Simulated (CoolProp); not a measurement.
Computed with CoolProp (reference Helmholtz-energy equation of state, Schmidt 1985). Above 300 K oxygen's equation is extrapolated.

Problem. For oxygen, give the phase and the Joule-Thomson coefficient (K/MPa), Prandtl number at 972.3 K and 2.84 bar; 871.8 K and 12.6 bar.

Solution. 
- 972.3 K and 2.84 bar: gas; Joule-Thomson coefficient -0.255, Prandtl number 0.748
- 871.8 K and 12.6 bar: gas; Joule-Thomson coefficient -0.162, Prandtl number 0.747

Viscosity comes from a separate model (Lemmon 2004). Thermal conductivity comes from a separate model (Lemmon 2004).
